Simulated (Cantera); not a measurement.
A closed system holds: 1 mol Si, 4.7 mol H2O, 56 mol N2, equilibrated at 1250 K and 32.0 mbar.

Cantera equilibrium calculation (NASA polynomials, part measured and part estimated; ideal gas, pure solids and liquids). Candidate condensed phases: H2O, Si, SiO2, Si2N2O, Si3N4; 35 gas species. The tables hold silica as quartz up to 1696 K and as liquid above; real silica turns to tridymite and cristobalite and melts near 1996 K. Kinetics and transport are ignored.

### Question
What is the equilibrium state?

### Answer
```
Property                             Result
--------------------------------  ---------
x(N2)                                 0.923
x(H2O)                               0.0445
x(H2)                                0.0329
n(SiO2(β-quartz))                  1.00 mol
gas amount                        60.70 mol
log10 activity of Si(s) (absent)     -14.03
```
